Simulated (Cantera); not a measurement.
## Equilibrium for carbon deposition, reforming and gasification: n-butane + H₂

Feed: 1 mol n-butane, 3.9 mol H₂.

These are equilibrium values from Cantera (NASA tables, ideal gas, pure condensed phases), not measurements of a reactor. Candidate condensed phases: C, C₆H₆, C₇H₈, C₈H₁₈; 76 gas species. The ideal-gas law is rough above about 30 bar. Kinetics and transport are ignored.

Stable condensed phases:

```
T in K \ P in Pa
               10       46      220     1000     4600    22000   100000   460000  2200000 10000000
   2873         A        A        B        B        B        B        B        B        B        B
   2823         A        A        B        B        B        B        B        B        B        B
   2773         A        B        B        B        B        B        B        B        B        B
   2723         A        B        B        B        B        B        B        B        B        B
   2673         A        B        B        B        B        B        B        B        B        B
   2623         B        B        B        B        B        B        B        B        B        B
   2573         B        B        B        B        B        B        B        B        B        B
   2523         B        B        B        B        B        B        B        B        B        B
   2473         B        B        B        B        B        B        B        B        B        B
   2423         B        B        B        B        B        B        B        B        B        B
   2373         B        B        B        B        B        B        B        B        B        B
```

A: gas only; B: C.
